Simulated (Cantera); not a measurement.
Hydrocarbon pyrolysis for carbon deposition

A perfectly stirred reactor is fed with 4.35 % C2H6, 95.7 % N2, at 0.133 bar; it is held at 1998 K, and followed from long to short residence time.

Cantera simulation using GRI-Mech 3.0 (53 species, 325 reactions); the numbers are that mechanism's predictions, not measurements. GRI-Mech 3.0 stops at C3 and has no aromatics, soot or wall deposition, so with more carbon than oxygen in the feed, carbon stays in small species such as C2H2 where larger ones or solid carbon would form.

```tsv
τ (s)	x C2H6	x H2	x CH2	x CH4	x CH3
0.78	6.52e-7	0.0785	3.06e-6	0.000503	0.000157
0.47	1.08e-6	0.0782	3.94e-6	0.000647	0.000203
0.28	1.81e-6	0.0779	5.09e-6	0.000835	0.000265
0.16	3.17e-6	0.0774	6.70e-6	0.00109	0.000352
0.097	5.20e-6	0.0769	8.55e-6	0.00138	0.000453
0.058	8.65e-6	0.0762	1.10e-5	0.00175	0.000588
0.034	1.47e-5	0.0753	1.41e-5	0.00222	0.000769
0.020	2.47e-5	0.0742	1.81e-5	0.00278	0.00100
0.012	4.07e-5	0.0729	2.30e-5	0.00342	0.00130
0.0072	6.68e-5	0.0712	2.89e-5	0.00416	0.00167
```
x: mole fraction; the columns are a selection and need not sum to one.
